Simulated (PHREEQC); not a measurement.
Dissolve 3 mol/kgw MgCl2, 2.6 mol/kgw CaCl2 and 2 mol/kgw KBr at 25 °C. Closed to the air; pH follows from the charge balance.

All values are PHREEQC results (Pitzer model, pitzer.dat), not measurements.

```tsv
quantity	before	after
SI of Sylvite (KCl)	+0.69	+0.66
SI of Portlandite (Ca(OH)2)	-14.79	-14.68
```

Task: Name the change that produced these shifts.
(A) MgCl2 left out
(B) KBr from 2 to 0.2 mol/kgw
(C) CaCl2 from 2.6 to 2.34 mol/kgw
(D) CaCl2 from 2.6 to 3.9 mol/kgw

Result: C, CaCl2 from 2.6 to 2.34 mol/kgw

No solid was allowed to form. Some of these states are supersaturated (in Sylvite, Carnallite, for instance).
